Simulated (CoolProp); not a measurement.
Saturation properties of octamethylcyclotetrasiloxane (D4).

Computed with CoolProp (reference Helmholtz-energy equation of state, Thol 2015).

```csv
T (K),p (MPa),enthalpy of vaporisation (kJ/kg),liquid cp (kJ/(kg K))
351.1,0.003263,166.4,1.769
369.3,0.007443,160.0,1.807
387.5,0.01534,153.6,1.848
405.7,0.02903,147.1,1.890
423.8,0.05103,140.5,1.934
442,0.08477,133.6,1.979
460.2,0.1338,126.3,2.026
478.4,0.2025,118.5,2.076
496.6,0.2954,110.0,2.131
514.8,0.4180,100.5,2.195
533,0.5765,89.44,2.277
551.1,0.7777,76.02,2.406
569.3,1.035,57.43,2.732
```

It boils at 448.9 K under 1 atm.
